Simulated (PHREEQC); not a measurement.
A made-up water analysis in mmol/kgw, 85 °C, pH 2.01, pe 11.5: Na 16.4; K 2.59; Ca 9.44; Mg 0.485; Cl 12; S(6) 23.1; Cu(2) 0.0167.

Valence states are taken as typed.

Computed with PHREEQC (ion-association model, phreeqc.dat).

Each row changes one thing in this solution. This is a speciation only: nothing precipitates in the calculation.

```json
[
 {"case": "as made", "ionic strength (mol/kgw)": "0.0555", "CaSO4 (mol/kgw)": "0.00186", "NaSO4- (mol/kgw)": "0.000273", "CuCl+ (mol/kgw)": "1.82e-6", "CuCl2 (mol/kgw)": "1.23e-8", "SI of Gypsum (CaSO4:2H2O)": "-0.37"},
 {"case": "temperature from 85 to 90 °C at the same typed pH", "ionic strength (mol/kgw)": "0.0550", "CaSO4 (mol/kgw)": "0.00174", "NaSO4- (mol/kgw)": "0.000252", "CuCl+ (mol/kgw)": "2.13e-6", "CuCl2 (mol/kgw)": "1.49e-8", "SI of Gypsum (CaSO4:2H2O)": "-0.39"},
 {"case": "Na from 16.4 to 8.2 mmol/kgw", "ionic strength (mol/kgw)": "0.0512", "CaSO4 (mol/kgw)": "0.00192", "NaSO4- (mol/kgw)": "0.000139", "CuCl+ (mol/kgw)": "1.84e-6", "CuCl2 (mol/kgw)": "1.26e-8", "SI of Gypsum (CaSO4:2H2O)": "-0.36"}
]
```

Away from 25 °C the constants follow the database's enthalpies or fits; those with neither stay at their 25 °C values.
